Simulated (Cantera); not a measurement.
## Adiabatic ignition

An adiabatic, constant-pressure homogeneous reactor starts with 2.41 % CO, 0.118 % H2, 2.66 % CH4, 19.9 % O2, 74.9 % N2, at 1550 K and 5.00 bar.

Cantera simulation using GRI-Mech 3.0 (53 species, 325 reactions); the numbers are that mechanism's predictions, not measurements.

```csv
t (s),T (K),x CO,x H2,x CH4,x N2O,x CH2
2.00e-6,1550,0.0241,0.00118,0.0266,4.14e-12,<1e-12
5.79e-6,1550,0.0241,0.00118,0.0266,2.08e-11,4.22e-12
1.68e-5,1550,0.0241,0.00118,0.0265,1.25e-10,6.13e-11
4.85e-5,1551,0.0241,0.00119,0.0262,1.21e-9,3.47e-9
0.000140,2196,0.00590,0.000710,<1e-12,2.68e-6,<1e-12
0.000406,2283,0.000650,0.000123,<1e-12,1.36e-6,<1e-12
0.00118,2282,0.000646,0.000123,<1e-12,1.36e-6,<1e-12
0.00340,2281,0.000643,0.000122,<1e-12,1.35e-6,<1e-12
0.00985,2279,0.000634,0.000121,<1e-12,1.35e-6,<1e-12
0.0285,2273,0.000612,0.000117,<1e-12,1.34e-6,<1e-12
0.0825,2264,0.000583,0.000112,<1e-12,1.34e-6,<1e-12
0.239,2260,0.000570,0.000110,<1e-12,1.34e-6,<1e-12
0.691,2260,0.000570,0.000110,<1e-12,1.34e-6,<1e-12
2.00,2260,0.000570,0.000110,<1e-12,1.34e-6,<1e-12
```
x: mole fraction; the columns are a selection and need not sum to one.

```yaml
time_of_steepest_temperature_rise: 0.114 ms
temperature at 2.00 s: 2260 K
equilibrium_temperature: 2260 K
x(CO) at 2.00 s: 0.000570 (gas-phase equilibrium 0.000570)
x(H2) at 2.00 s: 0.000110 (gas-phase equilibrium 0.000110)
x(CH4) at 2.00 s: <1e-12 (gas-phase equilibrium <1e-12)
```
